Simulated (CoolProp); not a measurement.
Vapour-liquid equilibrium of propane (1) + n-butane (2) at 201.7 K; x and y are mole fractions of (1).

Model: multi-fluid Helmholtz-energy mixture model, Lemmon 2009 and Bücker 2006; pair parameters Kunz 2012, in CoolProp.

### Question
Give the bubble pressure and the first vapour's composition at x = 0.25, 0.35, 0.75. Is there an azeotrope?

### Answer
x = 0.25: 0.007201 MPa, y = 0.769; x = 0.35: 0.009228 MPa, y = 0.844; x = 0.75: 0.01733 MPa, y = 0.968. No azeotrope shows between x = 0.05 and 0.95.

Pair parameters are fitted to limited data, so mixtures are less certain than the pure fluids.
